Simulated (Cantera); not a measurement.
**Reactions in the system C-O-Ta**

Standard-state values (1 bar) from the NASA 1993 polynomials, evaluated with Cantera. Values are per mole of reaction as written; species without (g) are pure solids or liquids, kept so even where they would boil at 1 bar. TaC: taken at fixed stoichiometry.

TaO₂(g) + CO₂(g) → TaC + 2 O₂(g)

```
T (K)  ΔH° (kJ)  ΔS° (J/K)  ΔG° (kJ)  log10 K
-----  --------  ---------  --------  -------
1500      464.1      -22.4     497.7   -17.33
1550      464.8      -22.0     498.8   -16.81
1600      465.5      -21.5     499.9   -16.32
1650      466.2      -21.1     501.0   -15.86
1700      466.9      -20.7     502.0   -15.42
1750      467.6      -20.3     503.0   -15.01
1800      468.3      -19.8     504.0   -14.63
1850      469.1      -19.4     505.0   -14.26
1900      469.9      -19.0     506.0   -13.91
```
